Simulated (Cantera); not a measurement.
Input (Python, Cantera) and output of one run.

```python
import numpy as np
import cantera as ct

gas_names = """
    CL CL2 H HCL H2 Si SiCL SiCL2 SiCL3 SiCL4 SiH SiHCL3 SiH2 SiH2CL2 SiH3 SiH3CL SiH4 Si2 Si3
""".split()
cond_names = """
    Si(cr) Si(L)
""".split()


def load(file, names, dense=False):
    # The tables refer to 1 bar. Condensed volumes are neglected.
    table = {s.name: s for s in ct.Species.list_from_file(file)}
    out = []
    for n in names:
        d = dict(table[n].input_data)
        d["thermo"] = dict(d["thermo"], **{"reference-pressure": 1e5})
        if dense:
            d["equation-of-state"] = {"model": "constant-volume", "density": "1e6 g/cm^3"}
        out.append(ct.Species.from_dict(d))
    return out


gas = ct.Solution(thermo="ideal-gas", species=load("nasa_gas.yaml", gas_names))
cond = {s.name: ct.Solution(thermo="fixed-stoichiometry", species=[s], name=s.name)
        for s in load("nasa_condensed.yaml", cond_names, dense=True)}
atoms = {
    'Si2Cl6': {'Si': 2, 'CL': 6},
    'HCl': {'H': 1, 'CL': 1},
    'H2': {'H': 2},
}
top_T = {}  # K; cautious upper limits of use, not melting points


def equilibrate(T, P, feed):
    n = {}
    for name, mol in feed.items():
        for a, k in atoms[name].items():
            n[a] = n.get(a, 0.0) + k * mol
    gas.TPX = T, P, n
    mass = sum(n.values()) * gas.mean_molecular_weight
    gas.equilibrate("TP")
    valid = [c for c in cond.values() if c.min_temp <= T <= top_T.get(c.name, c.max_temp)]
    mix = ct.Mixture([(gas, mass / gas.mean_molecular_weight)] + [(c, 0.0) for c in valid])
    mix.T, mix.P = T, P
    mix.equilibrate("TP", solver="vcs", rtol=1e-11, max_steps=5000)
    return mix


results = []
feed = {'Si2Cl6': 1, 'HCl': 0.16, 'H2': 64}  # mol
P = 510  # Pa
for T in [1025, 1050, 1075, 1100, 1125, 1150, 1175, 1200, 1225]:
    mix = equilibrate(T, P, feed)
    results.append((T, P, feed, dict(zip(mix.species_names, mix.species_moles))))

top = {s: max(r[3][s] / sum(r[3][g] for g in gas_names) for r in results) for s in gas_names}
cols = sorted((s for s in top if top[s] > 0.001), key=lambda s: -top[s])[:5]
seen = [c for c in cond_names if any(r[3].get(c, 0) > 1e-12 for r in results)]
print("log10 of partial pressures in bar; condensed amounts in mol")
print(f"{'T/K':>10s}" + "".join(f"{s[:9]:>10s}" for s in cols + seen))
for T, P, feed, n in results:
    ng = sum(n[g] for g in gas_names)
    print(f"{T:10.4g}" + "".join(f"{np.log10(max(n[s] / ng * P / 1e5, 1e-99)):10.3f}" for s in cols)
          + "".join(f"{n.get(c, 0):10.4g}" for c in seen))
```

It prints:

```
log10 of partial pressures in bar; condensed amounts in mol
       T/K        H2       HCL     SiCL4     SiCL2    SiHCL3    Si(cr)
      1025    -2.314    -3.793    -4.234    -5.021    -4.821    0.8517
      1050    -2.316    -3.726    -4.302    -4.864    -4.876    0.9163
      1075    -2.318    -3.667    -4.387    -4.725    -4.944    0.9764
      1100    -2.320    -3.616    -4.492    -4.604    -5.027     1.029
      1125    -2.322    -3.575    -4.620    -4.503    -5.127     1.072
      1150    -2.324    -3.543    -4.772    -4.421    -5.245     1.103
      1175    -2.325    -3.520    -4.946    -4.357    -5.379     1.124
      1200    -2.326    -3.504    -5.139    -4.309    -5.527     1.135
      1225    -2.327    -3.494    -5.345    -4.273    -5.684     1.139
```

Method: chemical equilibrium by Gibbs-energy minimisation in Cantera with the NASA 1993 tables (ideal gas, pure condensed phases). The feed counts by its element totals alone. The tables' values for SiCl3 are old estimates; treat these amounts as uncertain.
